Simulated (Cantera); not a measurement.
A Cantera script and what it prints.

```python
import numpy as np
import cantera as ct

gas_names = [...]  # 136 gases of nasa_gas.yaml made of C, H, N, O
cond_names = """
    C(gr) C6H6(L) C7H8(L) C8H18(L),n-octa H2O(s) H2O(L)
""".split()


# ... load() reads the species with a 1 bar reference pressure and builds the phases ...
atoms = {
    'C2H4': {'C': 2, 'H': 4},
    'CO2': {'C': 1, 'O': 2},
    'N2': {'N': 2},
}
top_T = {'C(gr)': 4500}  # K; cautious upper limits of use, not melting points


# ... equilibrate(T, P, feed) seeds the gas with the atoms and calls Mixture.equilibrate('TP', solver="vcs", rtol=1e-11, max_steps=5000) ...
results = []
feed = {'C2H4': 1, 'CO2': 0.87, 'N2': 6}  # mol
T = 1150  # K
for P in [10, 46, 220, 1000, 4600, 22000, 100000, 460000, 2200000, 10000000]:
    mix = equilibrate(T, P, feed)
    results.append((T, P, feed, dict(zip(mix.species_names, mix.species_moles))))

top = {s: max(r[3][s] / sum(r[3][g] for g in gas_names) for r in results) for s in gas_names}
cols = sorted((s for s in top if top[s] > 1e-05), key=lambda s: -top[s])[:7]
seen = [c for c in cond_names if any(r[3].get(c, 0) > 1e-12 for r in results)]
print("log10 of partial pressures in bar; condensed amounts in mol")
print(f"{'P/Pa':>10s}" + "".join(f"{s[:9]:>10s}" for s in cols + seen))
for T, P, feed, n in results:
    ng = sum(n[g] for g in gas_names)
    print(f"{P:10.4g}" + "".join(f"{np.log10(max(n[s] / ng * P / 1e5, 1e-99)):10.3f}" for s in cols)
          + "".join(f"{n.get(c, 0):10.4g}" for c in seen))
```

Output:

```
log10 of partial pressures in bar; condensed amounts in mol
      P/Pa        N2        H2        CO       H2O       CH4       CO2       NH3     C(gr)
        10    -4.210    -4.688    -4.748   -10.764   -11.006   -10.900   -12.749      1.13
        46    -3.548    -4.025    -4.085    -9.439    -9.680    -9.574   -11.424      1.13
       220    -2.868    -3.345    -3.406    -8.080    -8.321    -8.215   -10.065      1.13
      1000    -2.210    -2.688    -2.748    -6.765    -7.006    -6.900    -8.750      1.13
      4600    -1.548    -2.025    -2.086    -5.440    -5.681    -5.575    -7.424     1.131
   2.2e+04    -0.868    -1.346    -1.407    -4.083    -4.324    -4.219    -6.066     1.134
     1e+05    -0.209    -0.694    -0.756    -2.779    -3.018    -2.917    -4.758     1.148
   4.6e+05     0.459    -0.050    -0.120    -1.500    -1.732    -1.645    -3.459     1.204
   2.2e+06     1.154     0.560     0.470    -0.299    -0.511    -0.465    -2.196     1.356
     1e+07     1.835     1.064     0.947     0.682     0.498     0.490    -1.099     1.547
```

Cantera equilibrium calculation (NASA polynomials, part measured and part estimated; ideal gas, pure solids and liquids). The ideal-gas law is rough above about 30 bar.
